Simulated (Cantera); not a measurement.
Charge: 1 mol CaF2, 0.23 mol H2O, a varied amount of N2, at 1627 °C and 0.000640 bar.

Method: chemical equilibrium by Gibbs-energy minimisation in Cantera with the NASA 1993 tables (ideal gas, pure condensed phases). Candidate condensed phases: Ca, CaF2, CaO, Ca(OH)2, H2O; 47 gas species. Kinetics and transport are ignored.

### Question
What share of the Ca ends up in condensed phases as a function of n(N2) (mol), at 26, 33, 43, 56, 73, 94, 120, 160, 210, 270?

### Answer
| n(N2) (mol) | Ca condensed (%) | as |
|---|---|---|
| 26 | 19.2 | CaO(s) |
| 33 | 19.0 | CaO(s) |
| 43 | 18.7 | CaO(s) |
| 56 | 18.3 | CaO(s) |
| 73 | 17.9 | CaO(s) |
| 94 | 17.5 | CaO(s) |
| 120 | 16.9 | CaO(s) |
| 160 | 16.2 | CaO(s) |
| 210 | 15.4 | CaO(s) |
| 270 | 14.4 | CaO(s) |
